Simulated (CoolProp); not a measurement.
A closed Brayton cycle with dry air: compressor inlet 319.15 K and 6.8 MPa, high pressure 20.8 MPa, turbine inlet 650 K, compressor efficiency 0.85, turbine efficiency 0.85, recuperator effectiveness 0.95 (on enthalpy, no pinch check). Each further row changes one setting.

The numbers come from the reference Helmholtz-energy equation of state, Lemmon 2000 in CoolProp. It is a pseudo-pure fit of the blend.

```tsv
case	thermal efficiency (%)	net work (kJ/kg)	compressor to turbine work	compressor exit (K)	turbine exit (K)
as stated	…	12.5	0.92	461.8	502.6
turbine inlet 600 K	-0.1	…	1.0	461.8	462.3
compressor inlet 329.15 K	…	…	0.95	476.0	502.6
high pressure 17.7 MPa	…	17.0	…	…	521.5
recuperator effectiveness 0.5	…	12.5	0.92	461.8	502.6
```

Fill in the missing entries.


- as stated, thermal efficiency (%): 7.5
- turbine inlet 600 K, net work (kJ/kg): -0.167
- compressor inlet 329.15 K, thermal efficiency (%): 4.5
- compressor inlet 329.15 K, net work (kJ/kg): 7.53
- high pressure 17.7 MPa, thermal efficiency (%): 11.4
- high pressure 17.7 MPa, compressor to turbine work: 0.88
- high pressure 17.7 MPa, compressor exit (K): 438.4
- recuperator effectiveness 0.5, thermal efficiency (%): 6.7
